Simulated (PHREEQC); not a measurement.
**Metal-bearing waste water: an equilibrium model**

Make-up at 10 °C: 0.0196 mol Pb(NO3)2, 0.0126 mol H3AsO4, 0.00038 mol H2SO4 and 0.0158 mol Na2SO4 per kg of water. Closed to the air; pH follows from the charge balance.

All values are PHREEQC results (ion-association model, wateq4f.dat), not measurements.

| Property | Value |
|---|---|
| pH | 2.26 |
| ionic strength | 0.0783 mol/kgw |
| total alkalinity | -13.4 meq/kg |

```csv
species,molality,activity,log γ
NO3-,0.0370,0.0287,-0.109
Na+,0.0312,0.0250,-0.096
Pb+2,0.0103,0.00422,-0.389
H2AsO4-,0.00724,0.00579,-0.097
SO4-2,0.00706,0.00290,-0.386
PbSO4,0.00677,0.00689,0.008
H+,0.00656,0.00550,-0.076
```

No solid was allowed to form. The solution is supersaturated, for example in Anglesite, so a real one may precipitate; this is no full list. Species that the database lacks are ignored. Constants without temperature data keep their 25 °C values here. The database has no arsenate complexes of Pb.
